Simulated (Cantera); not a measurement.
A Cantera script and what it prints.

```python
import numpy as np
import cantera as ct

gas_names = """
    B BH BH2 BH3 BN B2 H H2 N NH NH2 NH3 N2 N2H2 N2H4
""".split()
cond_names = """
    B(b) B(L) BN(s)
""".split()


# ... load() reads the species with a 1 bar reference pressure and builds the phases ...
atoms = {
    'B': {'B': 1},
    'NH3': {'N': 1, 'H': 3},
}
top_T = {'BN(s)': 3200}  # K; cautious upper limits of use, not melting points


# ... equilibrate(T, P, feed) seeds the gas with the atoms and calls Mixture.equilibrate('TP', solver="vcs", rtol=1e-11, max_steps=5000) ...
results = []
T = 1373  # K
P = 1400  # Pa
for m in [0.53, 1.2, 1.8, 2.5, 3.1, 3.8, 4.4, 5.1, 5.7, 6.4, 7]:
    feed = {'B': 1, 'NH3': m}  # mol
    mix = equilibrate(T, P, feed)
    results.append((T, P, feed, dict(zip(mix.species_names, mix.species_moles))))
    x = sorted(zip(gas.X, gas.species_names), reverse=True)
    print(f"T = {T:g} K  P = {P:g} Pa  n(NH3) = {m:g} mol  gas = {mix.phase_moles(0):.4g} mol")
    print("   x: " + "  ".join(f"{s} {v:.3e}" for v, s in x if v > 1e-06))
    print("   condensed (mol): " + ("  ".join(f"{mix.phase(i).name} {mix.phase_moles(i):.4g}"
          for i in range(1, mix.n_phases) if mix.phase_moles(i) > 1e-12) or "none"))
```

Result:

```
T = 1373 K  P = 1400 Pa  n(NH3) = 0.53 mol  gas = 0.795 mol
   x: H2 1.000e+00  H 2.814e-05  BH2 2.348e-06
   condensed (mol): B(b) 0.47  BN(s) 0.53
T = 1373 K  P = 1400 Pa  n(NH3) = 1.2 mol  gas = 1.9 mol
   x: H2 9.473e-01  N2 5.263e-02  H 2.739e-05
   condensed (mol): BN(s) 1
T = 1373 K  P = 1400 Pa  n(NH3) = 1.8 mol  gas = 3.1 mol
   x: H2 8.709e-01  N2 1.290e-01  H 2.627e-05
   condensed (mol): BN(s) 1
T = 1373 K  P = 1400 Pa  n(NH3) = 2.5 mol  gas = 4.5 mol
   x: H2 8.333e-01  N2 1.667e-01  H 2.569e-05
   condensed (mol): BN(s) 1
T = 1373 K  P = 1400 Pa  n(NH3) = 3.1 mol  gas = 5.7 mol
   x: H2 8.158e-01  N2 1.842e-01  H 2.542e-05
   condensed (mol): BN(s) 1
T = 1373 K  P = 1400 Pa  n(NH3) = 3.8 mol  gas = 7.1 mol
   x: H2 8.028e-01  N2 1.972e-01  H 2.522e-05
   condensed (mol): BN(s) 1
T = 1373 K  P = 1400 Pa  n(NH3) = 4.4 mol  gas = 8.3 mol
   x: H2 7.952e-01  N2 2.048e-01  H 2.510e-05
   condensed (mol): BN(s) 1
T = 1373 K  P = 1400 Pa  n(NH3) = 5.1 mol  gas = 9.7 mol
   x: H2 7.886e-01  N2 2.113e-01  H 2.499e-05
   condensed (mol): BN(s) 1
T = 1373 K  P = 1400 Pa  n(NH3) = 5.7 mol  gas = 10.9 mol
   x: H2 7.844e-01  N2 2.156e-01  H 2.493e-05
   condensed (mol): BN(s) 1
T = 1373 K  P = 1400 Pa  n(NH3) = 6.4 mol  gas = 12.3 mol
   x: H2 7.805e-01  N2 2.195e-01  H 2.486e-05
   condensed (mol): BN(s) 1
T = 1373 K  P = 1400 Pa  n(NH3) = 7 mol  gas = 13.5 mol
   x: H2 7.778e-01  N2 2.222e-01  H 2.482e-05
   condensed (mol): BN(s) 1
```

Cantera equilibrium calculation (NASA polynomials, part measured and part estimated; ideal gas, pure solids and liquids). Mutual solubility and eutectic melting of coexisting phases are not modelled.
